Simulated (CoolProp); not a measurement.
Vapour-liquid equilibrium of R13 (1) + R11 (2) at -17.75 °C; x and y are mole fractions of (1).

Model: multi-fluid Helmholtz-energy mixture model, Platzer 1990 and Jacobsen 1992; pair parameters Bell 2016, in CoolProp. This equation is an older, rougher fit; its heat capacities, sound speeds and derivatives of the liquid may be far off and weren't checked against measurements.

Task: Give the bubble pressure and the first vapour's composition at x = 0.125, 0.5, 0.95. Is there an azeotrope?

Result: x = 0.125: 2.411 bar, y = 0.929; x = 0.5: 7.016 bar, y = 0.979; x = 0.95: 11.47 bar, y = 0.997. No azeotrope shows between x = 0.05 and 0.95.

The pair parameters rest on a limited set of measurements; away from them the model extrapolates. The gap from Raoult's law changes sign with composition, which may be real or a fault of the pair parameters; it wasn't checked against measurements.
